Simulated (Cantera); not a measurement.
A closed system holds: 1 mol Si3H8, 220 mol H2, at 1248.15 K and 0.00133 bar.

Equilibrium computed with Cantera from the NASA thermochemical tables; the gas is ideal and each condensed phase is pure. Candidate condensed phases: Si; 9 gas species. The feed counts by its element totals alone. Kinetics and transport are ignored.

Base state: H2 1.000, H 1.28e-5 (mole fractions); condensed: Si(s).

What changes in the equilibrium state with this change: Si3H8 replaced by SiCl4?


| species | before | after |
|---|---|---|
| H2 | 1.000 | 0.983 |
| HCl | 0 | 0.0166 |
| SiCl2 | 0 | 0.000703 |
| H | 1.28e-5 | 1.27e-5 |
| Si(s), mol | 3.00 | 0.842 |
